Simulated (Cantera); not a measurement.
Charge: 1 mol SiH₄, 770 mol H₂, held at 17.0 mbar.

Cantera equilibrium calculation (NASA polynomials, part measured and part estimated; ideal gas, pure solids and liquids). Candidate condensed phases: Si; 9 gas species. Gases not in the tables: Si₂H₆ and higher silanes. The numbers say what is thermodynamically allowed, not how fast it happens.

Which condensed phases are stable at each of these points (T (K)): 1150, 1250, 1350, 1450, 1550, 1650, 1750, 1850, 1950, 2050, 2150, 2250?


| T (K) | condensed phases | Si condensed (%) |
|---|---|---|
| 1150 | Si(s) | 100.0 |
| 1250 | Si(s) | 100.0 |
| 1350 | Si(s) | 100.0 |
| 1450 | Si(s) | 99.9 |
| 1550 | Si(s) | 99.6 |
| 1650 | Si(s) | 97.8 |
| 1750 | Si(l) | 90.3 |
| 1850 | Si(l) | 63.1 |
| 1950 | gas only | 0.0 |
| 2050 | gas only | 0.0 |
| 2150 | gas only | 0.0 |
| 2250 | gas only | 0.0 |

From 1150 K to 1650 K the condensed part is Si(s). From 1750 K to 1850 K the condensed part is Si(l). From 1950 K to 2250 K nothing is condensed.
